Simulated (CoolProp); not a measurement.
Vapour-liquid equilibrium of toluene (1) + n-decane (2) at 397.1 K; x and y are mole fractions of (1).

The numbers come from the multi-fluid Helmholtz-energy mixture model, Lemmon 2006 and Lemmon 2006; pair parameters Bell 2016 in CoolProp.

```
x      bubble pressure (MPa)  y at the bubble point  dew pressure at overall composition x (MPa)  liquid density (mol/L)
-----  ---------------------  ---------------------  -------------------------------------------  ----------------------
0.05                 0.02937                  0.248                                      0.02417                   4.664
0.125                0.03923                  0.478                                      0.02591                   4.840
0.2                  0.04936                  0.619                                      0.02792                   5.029
0.275                0.05948                  0.711                                      0.03027                   5.230
0.35                 0.06940                  0.776                                      0.03306                   5.445
0.425                0.07900                  0.824                                      0.03641                   5.677
0.5                  0.08824                  0.860                                      0.04053                   5.927
0.575                0.09715                  0.890                                      0.04570                   6.199
0.65                  0.1058                  0.914                                      0.05238                   6.494
0.725                 0.1143                  0.935                                      0.06136                   6.816
0.8                   0.1227                  0.954                                      0.07395                   7.170
0.875                 0.1312                  0.972                                      0.09253                   7.559
0.95                  0.1399                  0.989                                       0.1207                   7.991
```

No azeotrope shows between x = 0.05 and 0.95.

The pair parameters rest on a limited set of measurements; away from them the model extrapolates.
